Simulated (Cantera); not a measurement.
Feed: 1 mol Si3N4, 66 mol H2, held at 1973.15 K.

Cantera equilibrium calculation (NASA polynomials, part measured and part estimated; ideal gas, pure solids and liquids). Candidate condensed phases: Si, Si3N4; 18 gas species. Gases not in the tables: Si2H6 and higher silanes. Rates play no part.

Problem. Which condensed phases are stable at each of these points (P (Pa)): 1, 10, 100, 1000, 10000, 100000?

Solution. 
| P (Pa) | condensed phases | Si condensed (%) |
|---|---|---|
| 1 | gas only | 0.0 |
| 10 | gas only | 0.0 |
| 100 | Si(l) | 20.2 |
| 1000 | Si(l) | 91.7 |
| 10000 | Si(l) | 98.9 |
| 100000 | Si(l) | 99.7 |

From 1.00 Pa to 10.0 Pa nothing is condensed. From 100 Pa to 100000 Pa the condensed part is Si(l).
